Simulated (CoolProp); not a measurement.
Saturation properties of octamethyltrisiloxane (MDM).

Computed with CoolProp (reference Helmholtz-energy equation of state, Thol 2017).

```tsv
T (°C)	p (MPa)	enthalpy of vaporisation (kJ/kg)	vapour Z	surface tension (mN/m)
84.65	0.01102	181.0	0.9855	11.4
96.95	0.01782	176.1	0.9791	10.5
109.25	___	___	0.9710	9.49
121.45	0.04145	166.1	0.9611	8.58
133.75	0.06031	160.9	___	7.68
146.05	0.08536	155.5	0.9343	6.82
158.35	0.1178	149.9	0.9171	5.98
170.55	0.1588	144.0	0.8974	___
```

### Question
Fill in the missing entries.

### Answer

- 109.25, p (MPa): 0.02771
- 109.25, enthalpy of vaporisation (kJ/kg): 171.1
- 133.75, vapour Z: 0.9488
- 170.55, surface tension (mN/m): 5.20

It boils at 152.5 °C under 1 atm.

Surface tension comes from a separate correlation (Mulero 2014), older than this fluid's equation and unchecked against measurements.
